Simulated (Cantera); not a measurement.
An isothermal, constant-pressure homogeneous reactor starts with C3H8 : H2 = 1 : 2.4 (molar parts), at 1875 K and 0.987 atm. Integrator tolerance rtol = 1e-08.

Cantera simulation using GRI-Mech 3.0 (53 species, 325 reactions); the numbers are that mechanism's predictions, not measurements. GRI-Mech 3.0 was tuned for natural gas; its chemistry of propane as a main component is partial and can be far from experiment. GRI-Mech 3.0 stops at C3 and has no aromatics, soot or wall deposition, so with more carbon than oxygen in the feed, carbon stays in small species such as C2H2 where larger ones or solid carbon would form.

### Question
What does this change do: pressure from 0.987 atm to 0.00276 atm?

### Answer
```csv
quantity,before,after
x(C3H8) at 2.00 s,6.04e-10 (gas-phase equilibrium 6.04e-10),<1e-12 (gas-phase equilibrium <1e-12)
x(H2) at 2.00 s,0.757 (gas-phase equilibrium 0.757),0.758 (gas-phase equilibrium 0.756)
x(CH3) at 2.00 s,0.000162 (gas-phase equilibrium 0.000162),0.000182 (gas-phase equilibrium 8.63e-6)
x(CH4) at 2.00 s,0.0107 (gas-phase equilibrium 0.0107),0.000833 (gas-phase equilibrium 3.01e-5)
x(C2H2) at 2.00 s,0.230 (gas-phase equilibrium 0.230),0.233 (gas-phase equilibrium 0.233)
x(C2H) at 2.00 s,2.07e-6 (gas-phase equilibrium 2.07e-6),3.02e-5 (gas-phase equilibrium 3.97e-5)
x(H) at 2.00 s,0.000574 (gas-phase equilibrium 0.000574),0.00827 (gas-phase equilibrium 0.0108)
```
Radical loss at walls, strong at low pressure, is not modelled.

### Question
What does this change do: temperature 1875 to 1248 K?

### Answer
```tsv
quantity	before	after
x(C3H8) at 2.00 s	6.04e-10 (gas-phase equilibrium 6.04e-10)	4.09e-5 (gas-phase equilibrium 8.53e-6)
x(H2) at 2.00 s	0.757 (gas-phase equilibrium 0.757)	0.478 (gas-phase equilibrium 0.297)
x(CH3) at 2.00 s	0.000162 (gas-phase equilibrium 0.000162)	1.64e-5 (gas-phase equilibrium 1.04e-5)
x(CH4) at 2.00 s	0.0107 (gas-phase equilibrium 0.0107)	0.350 (gas-phase equilibrium 0.621)
x(C2H2) at 2.00 s	0.230 (gas-phase equilibrium 0.230)	0.0450 (gas-phase equilibrium 0.0295)
x(C2H) at 2.00 s	2.07e-6 (gas-phase equilibrium 2.07e-6)	3.09e-11 (gas-phase equilibrium 7.27e-12)
x(H) at 2.00 s	0.000574 (gas-phase equilibrium 0.000574)	1.15e-6 (gas-phase equilibrium 2.56e-7)
```
